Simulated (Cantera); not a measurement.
A Cantera script and what it prints.

```python
import numpy as np
import cantera as ct

gas_names = """
    AL ALH ALN AL2 H H2 N NH NH2 NH3 N2 N2H2 N2H4
""".split()
cond_names = """
    AL(cr) AL(L) ALN(s)
""".split()


# ... load() reads the species with a 1 bar reference pressure and builds the phases ...
atoms = {
    'AlN': {'AL': 1, 'N': 1},
    'H2': {'H': 2},
    'N2': {'N': 2},
}
top_T = {'ALN(s)': 2750}  # K; cautious upper limits of use, not melting points


# ... equilibrate(T, P, feed) seeds the gas with the atoms and calls Mixture.equilibrate('TP', solver="vcs", rtol=1e-11, max_steps=5000) ...
results = []
feed = {'AlN': 1, 'H2': 190, 'N2': 0.85}  # mol
for P in [1, 6.8, 46, 320, 2200, 15000, 100000]:
    for T in [923, 1023, 1123, 1223, 1323, 1423, 1523, 1623, 1723, 1823, 1923]:
        mix = equilibrate(T, P, feed)
        results.append((T, P, feed, dict(zip(mix.species_names, mix.species_moles))))

for T, P, feed, n in results:
    print(f"{T:7g} {P:10.4g}  " + (" + ".join(c for c in cond_names if n.get(c, 0) > 1e-12) or "gas only"))
```

Output:

```
    923          1  ALN(s)
   1023          1  ALN(s)
   1123          1  ALN(s)
   1223          1  ALN(s)
   1323          1  ALN(s)
   1423          1  ALN(s)
   1523          1  gas only
   1623          1  gas only
   1723          1  gas only
   1823          1  gas only
   1923          1  gas only
    923        6.8  ALN(s)
   1023        6.8  ALN(s)
   1123        6.8  ALN(s)
   1223        6.8  ALN(s)
   1323        6.8  ALN(s)
   1423        6.8  ALN(s)
   1523        6.8  ALN(s)
   1623        6.8  gas only
   1723        6.8  gas only
   1823        6.8  gas only
   1923        6.8  gas only
    923         46  ALN(s)
   1023         46  ALN(s)
   1123         46  ALN(s)
   1223         46  ALN(s)
   1323         46  ALN(s)
   1423         46  ALN(s)
   1523         46  ALN(s)
   1623         46  ALN(s)
   1723         46  gas only
   1823         46  gas only
   1923         46  gas only
    923        320  ALN(s)
   1023        320  ALN(s)
   1123        320  ALN(s)
   1223        320  ALN(s)
   1323        320  ALN(s)
   1423        320  ALN(s)
   1523        320  ALN(s)
   1623        320  ALN(s)
   1723        320  ALN(s)
   1823        320  gas only
   1923        320  gas only
    923       2200  ALN(s)
   1023       2200  ALN(s)
   1123       2200  ALN(s)
   1223       2200  ALN(s)
   1323       2200  ALN(s)
   1423       2200  ALN(s)
   1523       2200  ALN(s)
   1623       2200  ALN(s)
   1723       2200  ALN(s)
   1823       2200  ALN(s)
   1923       2200  gas only
    923    1.5e+04  ALN(s)
   1023    1.5e+04  ALN(s)
   1123    1.5e+04  ALN(s)
   1223    1.5e+04  ALN(s)
   1323    1.5e+04  ALN(s)
   1423    1.5e+04  ALN(s)
   1523    1.5e+04  ALN(s)
   1623    1.5e+04  ALN(s)
   1723    1.5e+04  ALN(s)
   1823    1.5e+04  ALN(s)
   1923    1.5e+04  ALN(s)
    923      1e+05  ALN(s)
   1023      1e+05  ALN(s)
   1123      1e+05  ALN(s)
   1223      1e+05  ALN(s)
   1323      1e+05  ALN(s)
   1423      1e+05  ALN(s)
   1523      1e+05  ALN(s)
   1623      1e+05  ALN(s)
   1723      1e+05  ALN(s)
   1823      1e+05  ALN(s)
   1923      1e+05  ALN(s)
```

These are equilibrium values from Cantera (NASA tables, ideal gas, pure condensed phases), not measurements of a reactor.
